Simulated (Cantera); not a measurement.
Low-pressure radical oxidation in H2/O2

An isothermal, constant-pressure homogeneous reactor starts with 4.31 % H2, 95.7 % O2, at 1200 K and 0.0133 bar.

Model: the H2/O2 subset of GRI-Mech 3.0, which has no nitrogen chemistry, integrated in Cantera. Radical loss at walls, strong at low pressure, is not modelled. The temperature is held fixed by assumption; the heat of reaction is taken as removed at once.

```csv
t (s),x H2,x O2,x O,x OH,x H2O2,x H2O
0.000400,0.0431,0.957,4.40e-8,3.00e-8,1.05e-11,4.87e-8
0.000848,0.0431,0.957,7.78e-7,5.17e-7,4.80e-11,1.07e-6
0.00180,0.0425,0.957,0.000267,0.000175,1.02e-9,0.000378
0.00381,0.00147,0.924,0.0269,0.00390,1.21e-7,0.0360
0.00808,0.000604,0.926,0.0271,0.00288,7.39e-8,0.0385
0.0171,0.000503,0.931,0.0222,0.00264,7.51e-8,0.0395
0.0363,0.000351,0.939,0.0151,0.00221,7.56e-8,0.0410
0.0770,0.000183,0.947,0.00769,0.00160,7.14e-8,0.0424
0.163,6.78e-5,0.953,0.00282,0.000976,5.85e-8,0.0433
0.346,1.96e-5,0.955,0.000814,0.000526,3.91e-8,0.0437
0.734,5.15e-6,0.956,0.000215,0.000271,2.15e-8,0.0439
1.56,1.40e-6,0.956,5.90e-5,0.000142,1.04e-8,0.0439
3.30,4.22e-7,0.956,1.78e-5,7.81e-5,4.65e-9,0.0440
7.00,1.41e-7,0.956,6.00e-6,4.54e-5,2.04e-9,0.0440
```
x: mole fraction; the columns are a selection and need not sum to one.

Equilibrium at this temperature and pressure: H2 4.99e-9, O2 0.956, O 2.14e-7, OH 8.56e-6, H2O2 1.19e-10, H2O 0.0440 (gas phase only).
